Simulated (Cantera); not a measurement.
Input: 1 mol MgCO3, 3.4 mol H2S, 0.074 mol CO2, at 1150 K and 0.100 bar.

Cantera equilibrium calculation (NASA polynomials, part measured and part estimated; ideal gas, pure solids and liquids). Candidate condensed phases: C, C6H6, C7H8, C8H18, H2O, H2SO4, Mg, MgCO3, MgO, Mg(OH)2, MgS, MgSO4, S; 130 gas species. Gases not in the tables: S3 to S7. The numbers say what is thermodynamically allowed, not how fast it happens.

Base state: H2S 0.430, H2 0.121, H2O 0.121, S2 0.115, CO 0.109, CO2 0.0913, COS 0.0122, CS2 0.000388 (mole fractions); condensed: MgO(s).

Task: What changes in the equilibrium state with this change: temperature from 1150 K to 1048.15 K?

Result: 
```json
[
 {"species": "H2S", "before": "0.430", "after": "0.530"},
 {"species": "CO2", "before": "0.0913", "after": "0.124"},
 {"species": "H2O", "before": "0.121", "after": "0.0979"},
 {"species": "H2", "before": "0.121", "after": "0.0736"},
 {"species": "S2", "before": "0.115", "after": "0.0761"},
 {"species": "COS", "before": "0.0122", "after": "0.0179"},
 {"species": "CO", "before": "0.109", "after": "0.0788"},
 {"species": "SH", "before": "0.000311", "after": "9.26e-5"},
 {"species": "SO2", "before": "8.01e-5", "after": "2.93e-5"},
 {"species": "S2O", "before": "5.44e-5", "after": "2.51e-5"},
 {"species": "CS2", "before": "0.000388", "after": "0.000617"},
 {"species": "MgO(s), mol", "before": "1.00", "after": "1.00"}
]
```
